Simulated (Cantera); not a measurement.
Feed: 1 mol BN, 6.9 mol H₂, equilibrated at 1.20 Pa.

These are equilibrium values from Cantera (NASA tables, ideal gas, pure condensed phases), not measurements of a reactor. Candidate condensed phases: B, BN; 15 gas species. The numbers say what is thermodynamically allowed, not how fast it happens. All values below are at 948 K.

Base state: H₂ 1.00 (mole fractions); condensed: BN(s).

Question: What changes in the equilibrium state with this change: BN replaced by AlN?

Answer: 
```csv
species,before,after
H₂,1.00,1.00
"BN(s), mol",1.00,0
"AlN(s), mol",0,1.00
```
Further candidate phases: Al, AlN.
